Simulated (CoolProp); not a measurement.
Ethane along the isobar 20 MPa: Z from the reference equation and from simpler models built on Tc = 305.3 K, pc = 4.872 MPa, ω = 0.099; each cubic takes its own stable root.

Computed with CoolProp (reference Helmholtz-energy equation of state, Bücker 2006).

```tsv
T (K)	phase	reference
103.4	liquid	1.085
122	liquid	0.9472
140.5	liquid	0.8482
159.1	liquid	0.7736
177.7	liquid	0.7164
196.2	liquid	0.6723
214.8	liquid	0.6379
233.4	liquid	0.6117
251.9	liquid	0.5926
270.5	liquid	0.5797
289.1	liquid	0.5732
307.6	supercritical	0.5733
326.2	supercritical	0.5806
344.8	supercritical	0.5960
```

Question: How far does each simpler model (van der Waals, Soave-Redlich-Kwong, Peng-Robinson) lie from the reference over these 14 states: mean and median of the absolute difference, and the worst?

Answer: 
- van der Waals: mean 42.6 %, median 44.3 %, worst +54.0 % at 103.4 K and 20 MPa
- Soave-Redlich-Kwong: mean 4.3 %, median 3.9 %, worst +7.4 % at 344.8 K and 20 MPa
- Peng-Robinson: mean 6.7 %, median 7.3 %, worst -8.5 % at 214.8 K and 20 MPa
